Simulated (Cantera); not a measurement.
# Si + CO2 + N2 (thermal oxidation and active oxidation of silicon)

Charge: 1 mol Si, 0.11 mol CO2, 200 mol N2, at 952 °C and 1330 Pa.

Equilibrium computed with Cantera from the NASA thermochemical tables; the gas is ideal and each condensed phase is pure. Candidate condensed phases: C, Si, SiC, SiO2, Si2N2O, Si3N4; 34 gas species. N2 is the only nitrogen source here; it is nearly inert below about 1500 K, so the nitride shown seldom forms there in practice. Mutual solubility and eutectic melting of coexisting phases are not modelled. Equilibrium is a limit: real reactors are often held back by kinetics, nucleation or transport.

The x(N2) comes out as 1.000. The x(CO) comes out as 4.32e-6 and the n(C(graphite)) is 0.109 mol. The n(Si2N2O(s)) is 0.219 mol. The n(Si3N4(s)) comes out as 0.187 mol. The gas amount comes out as 199.4 mol and the log10 activity of Si(s) (absent) comes out as -3.56.
